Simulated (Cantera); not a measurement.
A Cantera script and its output.

```python
import numpy as np
import cantera as ct

gas = ct.Solution("h2o2.yaml")
gas.TPX = 350, 56000, {'H2': 1, 'O2': 0.685, 'N2': 2.58, 'H2O': 0.81}
flame = ct.FreeFlame(gas, width=0.06)
flame.set_refine_criteria(ratio=3, slope=0.08, curve=0.16)
flame.transport_model = "unity-Lewis-number"
flame.solve(loglevel=0, auto=True)
z, T = flame.grid, flame.T
thick = (T[-1] - T[0]) / np.gradient(T, z).max()
show = ['H2', 'O2', 'H2O', 'H', 'O', 'H2O2']
print(f"laminar burning velocity  {flame.velocity[0] * 100:.3f} cm/s")
print(f"burnt temperature         {T[-1]:.1f} K")
print(f"thermal thickness         {thick * 1e3:.4f} mm")
print(f"grid points               {len(z)}")
z0 = z[flame.heat_release_rate.argmax()]
print(f"{'z/mm':>9s}{'T/K':>9s}{'u/(m/s)':>9s}" + "".join(f"{s:>11s}" for s in show))
rows = []
for k in (-3, -2, -1.5, -1, -0.5, -0.25, 0, 0.25, 0.5, 1, 2, 4, 8):
    zz = z0 + k * thick
    rows.append([k * thick, np.interp(zz, z, T), np.interp(zz, z, flame.velocity),
                 *(np.interp(zz, z, flame.X[gas.species_index(s)]) for s in show)])
    print(f"{rows[-1][0] * 1e3:9.3f}{rows[-1][1]:9.1f}{rows[-1][2]:9.3f}" + "".join(f"{x:11.3e}" for x in rows[-1][3:]))
```

Output:

```
laminar burning velocity  99.828 cm/s
burnt temperature         1793.1 K
thermal thickness         0.5952 mm
grid points               112
     z/mm      T/K  u/(m/s)         H2         O2        H2O          H          O       H2O2
   -1.786    350.0    0.998  1.970e-01  1.350e-01  1.596e-01  2.803e-14  1.783e-10  8.448e-09
   -1.190    350.3    0.999  1.970e-01  1.350e-01  1.596e-01  4.956e-13  2.097e-09  8.648e-08
   -0.893    351.6    1.003  1.969e-01  1.349e-01  1.598e-01  7.586e-12  1.244e-08  4.608e-07
   -0.595    364.2    1.038  1.954e-01  1.342e-01  1.615e-01  6.154e-10  1.503e-07  3.736e-06
   -0.298    529.3    1.493  1.765e-01  1.249e-01  1.841e-01  1.127e-05  1.472e-05  2.499e-05
   -0.149    829.4    2.294  1.375e-01  1.064e-01  2.292e-01  1.605e-03  2.817e-04  1.987e-05
    0.000   1163.7    3.145  7.625e-02  7.782e-02  2.933e-01  1.166e-02  2.266e-03  6.729e-06
    0.149   1373.0    3.653  3.413e-02  5.669e-02  3.370e-01  1.710e-02  4.684e-03  4.833e-06
    0.298   1485.0    3.916  2.091e-02  4.900e-02  3.544e-01  1.359e-02  4.869e-03  3.263e-06
    0.595   1595.2    4.169  1.392e-02  4.486e-02  3.679e-01  7.249e-03  3.513e-03  1.680e-06
    1.190   1682.4    4.365  8.358e-03  4.231e-02  3.789e-01  2.938e-03  1.978e-03  8.652e-07
    2.381   1740.0    4.494  4.075e-03  4.080e-02  3.868e-01  9.095e-04  9.169e-04  4.681e-07
    4.762   1771.2    4.563  1.633e-03  4.022e-02  3.914e-01  2.213e-04  3.599e-04  2.492e-07
```

Detailed kinetics in Cantera: the H2/O2 subset of GRI-Mech 3.0, which has no nitrogen chemistry. Unity Lewis numbers drop preferential diffusion, which matters most where H2 and H carry the flame. Burning velocities carry a grid error of a few per cent, more on coarse grids.
